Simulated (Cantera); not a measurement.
Cantera run, input and output.

```python
import numpy as np
import cantera as ct

surf = ct.Interface("diamond.yaml", "diamond_100")
gas, bulk = surf.adjacent["gas"], surf.adjacent["diamond"]
k = surf.kinetics_species_index(bulk.species_names[0])
cover = ["c6HH", "c6H*", "c6*H", "c6**", "c6HM", "c6B"]

rows, drift = [], 0.0
print(f"{'T':>10s}{'um/h':>11s}" + "".join(f"{s:>11s}" for s in cover))
for v in [950, 1000, 1050, 1100, 1150, 1200, 1250, 1300, 1350, 1400]:
    T, P, xH, xCH3 = v, 1300, 0.00062, 0.00013
    gas.TPX = T, P, {"H": xH, "CH3": xCH3, "CH4": 0.016, "H2": 1 - xH - xCH3 - 0.016}
    surf.TP = bulk.TP = T, P
    surf.coverages = "c6H*:0.1, c6HH:0.9"
    surf.advance_coverages(100.0)
    before = surf.coverages
    surf.advance_coverages(100.0)
    drift = max(drift, np.max(np.abs(surf.coverages - before) / (surf.coverages + 1e-9)))
    rate = surf.net_production_rates[k] * bulk.mean_molecular_weight / bulk.density * 3.6e9
    rows.append([rate, *surf[cover].coverages])
    print(f"{v:10.4g}{rate:11.4e}" + "".join(f"{x:11.3e}" for x in rows[-1][1:]))
```

Result:

```
         T       um/h       c6HH       c6H*       c6*H       c6**       c6HM        c6B
       950 4.4956e-01  5.712e-01  1.235e-02  2.933e-01  5.205e-03  9.035e-02  1.220e-09
      1000 3.7004e-01  5.651e-01  1.692e-02  3.464e-01  7.721e-03  4.625e-02  1.004e-09
      1050 2.2499e-01  5.495e-01  2.191e-02  3.923e-01  1.063e-02  1.722e-02  6.105e-10
      1100 1.3181e-01  5.246e-01  2.685e-02  4.256e-01  1.357e-02  5.428e-03  3.577e-10
      1150 9.7224e-02  4.991e-01  3.166e-02  4.489e-01  1.634e-02  1.665e-03  2.638e-10
      1200 9.0888e-02  4.777e-01  3.631e-02  4.648e-01  1.881e-02  5.232e-04  2.466e-10
      1250 8.6774e-02  4.619e-01  4.074e-02  4.748e-01  2.089e-02  1.684e-04  2.355e-10
      1300 6.6561e-02  4.519e-01  4.489e-02  4.797e-01  2.251e-02  5.512e-05  1.806e-10
      1350 3.7155e-02  4.470e-01  4.869e-02  4.802e-01  2.358e-02  1.908e-05  1.008e-10
      1400 1.6803e-02  4.461e-01  5.216e-02  4.774e-01  2.411e-02  7.257e-06  4.559e-11
```

Detailed kinetics in Cantera: the Harris–Goodwin 1993 mechanism for the reconstructed diamond (100) surface.
